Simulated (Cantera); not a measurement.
Ignition delay

Mixture: 8.47 % CH4, 1.27 % H2, 23.1 % O2, 67.1 % N2, at 15800 Torr, adiabatic and at constant volume. Ignition delay is the time to a rise of 400 K.

Cantera simulation using GRI-Mech 3.0 (53 species, 325 reactions); the numbers are that mechanism's predictions, not measurements. The pressure lies above the range GRI-Mech 3.0 was tuned for (to about 10 atm).

| T0 (K) | delay (ms) |
|---|---|
| 1098 | 1.66 |
| 1173 | 0.585 |
| 1248 | 0.260 |
| 1323 | 0.133 |
| 1398 | 0.0730 |
| 1473 | 0.0415 |
| 1548 | 0.0242 |
| 1623 | 0.0145 |
| 1698 | 0.00894 |
| 1773 | 0.00565 |

The apparent activation energy between 1623 and 1773 K comes out as 150 kJ/mol.
